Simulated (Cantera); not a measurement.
A perfectly stirred reactor is fed with CH4 : O2 : N2 = 1 : 2.5 : 9.4 (molar parts), equivalence ratio 0.80, at 120000 Pa; it is adiabatic with a 725 K inlet, and is followed from long to short residence time, starting on the burning branch (τ in s: 0.037, 0.019, 0.0094, 0.0048, 0.0024, 0.0012, 0.00063, 0.00032, 0.00016, 8.2e-05, 4.1e-05, 2.1e-05, 1.1e-05).

Detailed kinetics in Cantera: GRI-Mech 3.0 (53 species, 325 reactions).

One state of this run: T (K) = 1988; x CH4 = 0.000326; x O2 = 0.0501; x C2H = 8.87e-10; x C2H6 = 7.16e-9; x CH3 = 9.12e-5; x CO2 = 0.0526; x CH2 = 5.52e-6. x: mole fraction; the columns are a selection and need not sum to one.

Problem. Which value of τ (s) does it belong to?
A) 0.00016
B) 0.00032
C) 0.037
D) 0.0012

Solution. A, 0.00016
